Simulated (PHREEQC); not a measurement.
Consider water at 25 °C with 0.0021 mol KOH and 0.095 mol KH2PO4 per kg of water. Closed to the air; pH follows from the charge balance.

The numbers come from PHREEQC with the ion-association model, phreeqc.dat.

Each row changes one thing in this solution. Precipitation was switched off in this run.

```tsv
case	pH	ionic strength (mol/kgw)	HPO4-2 (mol/kgw)	KHPO4- (mol/kgw)	PO4-3 (mol/kgw)
as made	5.23	0.0990	0.00203	0.000140	6.12e-10
temperature from 25 to 40 °C	5.19	0.0990	0.00205	0.000138	7.80e-10
KOH from 0.0021 to 0.0105 mol/kgw	…	0.115	0.00982	0.000698	1.64e-8
KH2PO4 replaced by K3PO4 at the same molality	12.05	0.537	…	0.00156	0.0791
temperature from 25 to 45 °C	5.18	0.0990	0.00206	0.000138	8.43e-10
diluted 5-fold with water	5.39	0.0198	0.000425	9.31e-6	9.67e-11
diluted 10-fold with water	5.44	0.00993	0.000216	2.72e-6	4.57e-11
```

Problem. What belongs in the gaps?

Solution. 
- KOH from 0.0021 to 0.0105 mol/kgw, pH: 5.94
- KH2PO4 replaced by K3PO4 at the same molality, HPO4-2 (mol/kgw): 0.0144

Complexes and solids missing from the database can't appear. At this temperature some constants are extrapolated from 25 °C, and those without enthalpy data are left unchanged.
